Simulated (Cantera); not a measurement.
What does this Cantera script print?

```python
import numpy as np
import cantera as ct

gas = ct.Solution("gri30.yaml")
gas.TPX = 1098, 500000, {'CH4': 1, 'O2': 1.11, 'N2': 4.18}
reactor = ct.IdealGasConstPressureReactor(gas, energy="on", clone=False)
net = ct.ReactorNet([reactor])
net.rtol, net.atol = 1e-08, 1e-16
show = ['CH4', 'O2', 'NO2', 'C2H6', 'CH2CO']
times = np.geomspace(3e-06, 3, 15)

steps = ct.SolutionArray(gas, extra=["t"])
rows = []
print(f"{'t/s':>10s}{'T/K':>9s}{'P/Pa':>11s}" + "".join(f"{s:>11s}" for s in show))
for t in times:
    while net.time < t:
        t_next = net.step()
        steps.append(gas.state, t=t_next)
    rows.append([np.interp(t, steps.t, y) for y in (steps.T, steps.P, *steps(*show).X.T)])
    print(f"{t:10.3e}{rows[-1][0]:9.1f}{rows[-1][1]:11.4g}" + "".join(f"{x:11.3e}" for x in rows[-1][2:]))
rate = np.gradient(steps.T, steps.t)
print("integrator steps:", len(steps.t))
if steps.T.max() > steps.T[0] + 200:
    print(f"time of steepest temperature rise: {steps.t[rate.argmax()]:.4e} s")
gas.TPX = 1098, 500000, {'CH4': 1, 'O2': 1.11, 'N2': 4.18}
gas.equilibrate("HP")
print(f"equilibrium (HP): T = {gas.T:.1f} K  " + "  ".join(f"{s} {gas[s].X[0]:.3e}" for s in show))
```

Result:

```
       t/s      T/K       P/Pa        CH4         O2        NO2       C2H6      CH2CO
 3.000e-06   1098.0      5e+05  1.590e-01  1.765e-01  4.447e-31  2.887e-15  8.388e-28
 8.048e-06   1098.0      5e+05  1.590e-01  1.765e-01  2.013e-29  5.629e-14  2.914e-25
 2.159e-05   1098.0      5e+05  1.590e-01  1.765e-01  9.731e-28  1.117e-12  6.433e-23
 5.792e-05   1098.0      5e+05  1.590e-01  1.765e-01  4.901e-26  2.309e-11  1.165e-20
 1.554e-04   1098.0      5e+05  1.590e-01  1.765e-01  2.559e-24  5.391e-10  2.275e-18
 4.168e-04   1098.0      5e+05  1.590e-01  1.765e-01  1.401e-22  1.687e-08  6.497e-16
 1.118e-03   1098.0      5e+05  1.590e-01  1.765e-01  6.896e-21  5.418e-07  2.089e-13
 3.000e-03   1098.1      5e+05  1.590e-01  1.765e-01  1.699e-19  4.417e-06  1.062e-11
 8.048e-03   1098.4      5e+05  1.589e-01  1.764e-01  3.192e-18  1.874e-05  2.038e-10
 2.159e-02   1100.2      5e+05  1.585e-01  1.762e-01  1.194e-16  9.379e-05  6.626e-09
 5.792e-02   2314.5      5e+05  3.454e-10  1.286e-06  6.242e-10  1.694e-19  4.184e-13
 1.554e-01   2315.1      5e+05  3.220e-10  1.295e-06  2.108e-10  2.112e-20  3.691e-13
 4.168e-01   2315.1      5e+05  3.220e-10  1.295e-06  2.107e-10  2.112e-20  3.691e-13
 1.118e+00   2315.1      5e+05  3.220e-10  1.295e-06  2.107e-10  2.112e-20  3.691e-13
 3.000e+00   2315.1      5e+05  3.220e-10  1.295e-06  2.107e-10  2.112e-20  3.691e-13
integrator steps: 2501
time of steepest temperature rise: 5.5578e-02 s
equilibrium (HP): T = 2315.1 K  CH4 3.640e-10  O2 1.295e-06  NO2 2.107e-10  C2H6 2.607e-20  CH2CO 4.138e-13
```

Computed with Cantera and GRI-Mech 3.0 (53 species, 325 reactions).
